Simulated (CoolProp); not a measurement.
Vapour-liquid equilibrium of acetone (1) + p-xylene (2) at 454.8 K; x and y are mole fractions of (1).

The numbers come from the multi-fluid Helmholtz-energy mixture model, Lemmon 2006 and Zhou 2012; pair parameters Bell 2016 in CoolProp.

Question: Give the bubble pressure and the first vapour's composition at x = 0.275, 0.725, 0.95. Is there an azeotrope?

Answer: x = 0.275: 0.8266 MPa, y = 0.690; x = 0.725: 1.532 MPa, y = 0.902; x = 0.95: 1.936 MPa, y = 0.981. No azeotrope shows between x = 0.05 and 0.95.

Pair parameters are fitted to limited data, so mixtures are less certain than the pure fluids. The gap from Raoult's law changes sign with composition, which may be real or a fault of the pair parameters; it wasn't checked against measurements.
